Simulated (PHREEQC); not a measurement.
0.062 g of hydrous ferric oxide (600 m²/g; 0.2 weak and 0.005 strong sites per Fe, Dzombak-Morel constants, diffuse double layer) in 1 kg of water with 0.05 mol/kgw of an inert sodium salt, at 25 °C; the pH is set by adding NaOH or the inert anion's acid. Oxygen is held at 0.21 atm. The system is closed to CO2. Nothing may precipitate in this run.

Base run: PHREEQC, ion-association model, wateq4f.dat. Each further column changes one thing. The table gives surface charge σ (C/m²).

```csv
pH,base,background salt from 0.05 to 0.005 mol/kgw,oxide from 0.062 to 0.31 g/kgw,7.8e-05 mol/kgw CuSO4 added
4,0.294,0.182,0.294,0.128
5,0.181,0.090,0.181,___
5.5,0.130,___,0.130,0.093
6,0.089,0.038,0.089,0.088
7,0.034,0.013,0.034,0.081
8,0.003,0.001,0.003,___
8.5,-0.010,___,-0.010,0.023
9,-0.026,-0.009,-0.026,0.008
10,-0.074,-0.030,-0.074,-0.022
```

Question: Complete the blanks.

Answer: 
- 5, 7.8e-05 mol/kgw CuSO4 added: 0.105
- 5.5, background salt from 0.05 to 0.005 mol/kgw: 0.059
- 8, 7.8e-05 mol/kgw CuSO4 added: 0.043
- 8.5, background salt from 0.05 to 0.005 mol/kgw: -0.004

 In at least one series the solution becomes supersaturated in solids that the run did not let form, among them Cu(OH)2. The database's constant for dissolved Cu(OH)2 is higher than later reviews accept.
